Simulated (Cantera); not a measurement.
Feed: 1 mol SiCl₄, 1.8 mol HCl, 2 mol H₂, at 0.230 bar.

Equilibrium computed with Cantera from the NASA thermochemical tables; the gas is ideal and each condensed phase is pure. Candidate condensed phases: Si; 19 gas species. The tables' values for SiCl₃ are old estimates; treat these amounts as uncertain. Rates play no part. All values below are at 1223 K.

Base state: H₂ 0.407, HCl 0.385, SiCl₄ 0.197, SiHCl₃ 0.00642, SiCl₃ 0.00377, SiCl₂ 0.000576, SiH₂Cl₂ 2.79e-5 (mole fractions); condensed: gas only.

### Question
What changes in the equilibrium state with this change: HCl from 1.8 to 4.1 mol?

### Answer
```tsv
species	before	after
HCl	0.385	0.581
H₂	0.407	0.279
SiCl₄	0.197	0.137
SiH₂Cl₂	2.79e-5	4.01e-6
SiCl₂	0.000576	0.000121
SiHCl₃	0.00642	0.00203
SiCl₃	0.00377	0.00144
```

### Question
What changes in the equilibrium state with this change: HCl from 1.8 to 4.2 mol?

### Answer
| species | before | after |
|---|---|---|
| HCl | 0.385 | 0.586 |
| H₂ | 0.407 | 0.275 |
| SiCl₄ | 0.197 | 0.135 |
| SiH₂Cl₂ | 2.79e-5 | 3.77e-6 |
| SiCl₂ | 0.000576 | 0.000116 |
| SiHCl₃ | 0.00642 | 0.00196 |

### Question
What changes in the equilibrium state with this change: SiCl₄ replaced by Si?

### Answer
```tsv
species	before	after
H₂	0.407	0.799
SiCl₄	0.197	0.0772
HCl	0.385	0.0682
SiCl₂	0.000576	0.0142
SiHCl₃	0.00642	0.0279
SiCl₃	0.00377	0.0117
SiH₃Cl	3.33e-8	1.79e-5
SiH₂Cl₂	2.79e-5	0.00135
Si(s), mol	0	0.548
```
